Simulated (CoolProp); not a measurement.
Vapour-liquid equilibrium of toluene (1) + p-xylene (2) at 240.85 °C; x and y are mole fractions of (1).

Computed with CoolProp (multi-fluid Helmholtz-energy mixture model, Lemmon 2006 and Zhou 2012; pair parameters Bell 2016).

```json
[
 {"x": "0.05", "bubble pressure (MPa)": "0.8828", "y at the bubble point": "0.073", "dew pressure at overall composition x (MPa)": "0.8736", "liquid density (mol/L)": "6.013"},
 {"x": "0.2", "bubble pressure (MPa)": "0.9698", "y at the bubble point": "0.273", "dew pressure at overall composition x (MPa)": "0.9362", "liquid density (mol/L)": "6.113"},
 {"x": "0.35", "bubble pressure (MPa)": "1.059", "y at the bubble point": "0.446", "dew pressure at overall composition x (MPa)": "1.008", "liquid density (mol/L)": "6.215"},
 {"x": "0.5", "bubble pressure (MPa)": "1.150", "y at the bubble point": "0.597", "dew pressure at overall composition x (MPa)": "1.090", "liquid density (mol/L)": "6.319"},
 {"x": "0.65", "bubble pressure (MPa)": "1.242", "y at the bubble point": "0.732", "dew pressure at overall composition x (MPa)": "1.184", "liquid density (mol/L)": "6.424"},
 {"x": "0.8", "bubble pressure (MPa)": "1.335", "y at the bubble point": "0.853", "dew pressure at overall composition x (MPa)": "1.293", "liquid density (mol/L)": "6.533"},
 {"x": "0.95", "bubble pressure (MPa)": "1.429", "y at the bubble point": "0.965", "dew pressure at overall composition x (MPa)": "1.416", "liquid density (mol/L)": "6.645"}
]
```

No azeotrope shows between x = 0.05 and 0.95.

Pair parameters are fitted to limited data, so mixtures are less certain than the pure fluids.
